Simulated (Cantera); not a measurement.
A perfectly stirred reactor is fed with 12.0 % NH3, 88.0 % N2, at 100000 Pa; it is held at 1900 K, and followed from long to short residence time.

Detailed kinetics in Cantera: the gas-phase N/H chemistry of the illustrative SiF4/NH3 mechanism in the Surface Chemkin manual (1991). Walls and surfaces, which speed up NH3 decomposition in real reactors, are not modelled.

Q: Predict: x(NH3) at τ = 3.90 s; x(N2H2) at τ = 3.90 s; x(H2) at τ = 3.90 s; x(N) at τ = 3.90 s; x(NH3) at τ = 83.0 ms; x(N2H4) at τ = 83.0 ms; x(N2H2) at τ = 83.0 ms; x(H2) at τ = 83.0 ms; x(N) at τ = 83.0 ms.

A: 
| Item | Value |
|---|---|
| x(NH3) at τ = 3.90 s | 0.00605 |
| x(N2H2) at τ = 3.90 s | 8.89e-9 |
| x(H2) at τ = 3.90 s | 0.153 |
| x(N) at τ = 3.90 s | 2.32e-7 |
| x(NH3) at τ = 83.0 ms | 0.0724 |
| x(N2H4) at τ = 83.0 ms | 2.33e-8 |
| x(N2H2) at τ = 83.0 ms | 2.14e-7 |
| x(H2) at τ = 83.0 ms | 0.0642 |
| x(N) at τ = 83.0 ms | 3.01e-7 |
